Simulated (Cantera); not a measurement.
Cantera run, input and output.

```python
import numpy as np
import cantera as ct

gas = ct.Solution("gri30.yaml")
gas.TPX = 2073, 100000, {'NO': 1, 'N2': 5.8}
inlet = ct.Reservoir(gas, clone=True)

reactor = ct.IdealGasConstPressureReactor(gas, energy="off", clone=False)
exhaust = ct.Reservoir(gas, clone=True)
tau = [0.38, 0.18, 0.082, 0.039, 0.018, 0.0084, 0.0039][0]
for a, b in ((inlet, reactor), (reactor, exhaust)):
    ct.MassFlowController(a, b, mdot=lambda t: reactor.mass / tau)
net = ct.ReactorNet([reactor])
show = ['NO', 'NO2', 'O', 'O2', 'N2', 'N2O']

rows = []
print(f"{'tau/s':>10s}{'T/K':>9s}" + "".join(f"{s:>11s}" for s in show))
for tau in [0.38, 0.18, 0.082, 0.039, 0.018, 0.0084, 0.0039]:
    net.initial_time = 0.0
    net.advance(30 * tau)
    before = gas.X
    net.advance(40 * tau)
    drift = np.max(np.abs(gas.X - before) / (gas.X + 1e-9))
    rows.append([gas.T, *gas[show].X, drift])
    print(f"{tau:10.3e}{gas.T:9.1f}" + "".join(f"{x:11.3e}" for x in gas[show].X))
```

It prints:

```
     tau/s      T/K         NO        NO2          O         O2         N2        N2O
 3.800e-01   2073.0  1.029e-01  5.279e-05  1.800e-04  2.192e-02  8.749e-01  5.301e-06
 1.800e-01   2073.0  1.237e-01  4.833e-05  1.383e-04  1.157e-02  8.646e-01  7.614e-06
 8.200e-02   2073.0  1.363e-01  4.001e-05  1.050e-04  5.301e-03  8.583e-01  9.252e-06
 3.900e-02   2073.0  1.420e-01  3.351e-05  8.516e-05  2.439e-03  8.554e-01  1.005e-05
 1.800e-02   2073.0  1.448e-01  2.907e-05  7.301e-05  1.070e-03  8.540e-01  1.038e-05
 8.400e-03   2073.0  1.460e-01  2.604e-05  6.514e-05  4.623e-04  8.534e-01  1.041e-05
 3.900e-03   2073.0  1.466e-01  2.303e-05  5.757e-05  1.855e-04  8.532e-01  1.015e-05
```

Computed with Cantera and GRI-Mech 3.0 (53 species, 325 reactions).
